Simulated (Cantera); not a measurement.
Mixture: CH4 : CO : O2 : N2 = 1 : 0.038 : 1.68 : 6.33 (molar parts), at 1.01 bar, adiabatic and at constant volume. Ignition delay is the time to a rise of 400 K.

Detailed kinetics in Cantera: GRI-Mech 3.0 (53 species, 325 reactions).

### Question
At T0 = 1450 K, what is the delay, and which 5 reactions control it most (d ln τ / d ln k, from doubling and halving each rate constant)?

### Answer
The delay is 2.02 ms.
| reaction | d ln τ / d ln k | faster rate |
|---|---|---|
| CH3 + O2 <=> CH3O + O | -0.46 | shortens it |
| 2 CH3 (+M) <=> C2H6 (+M) | 0.41 | lengthens it |
| H + O2 <=> O + OH | -0.30 | shortens it |
| CH4 + H <=> CH3 + H2 | 0.25 | lengthens it |
| CH3 + O2 <=> CH2O + OH | -0.24 | shortens it |
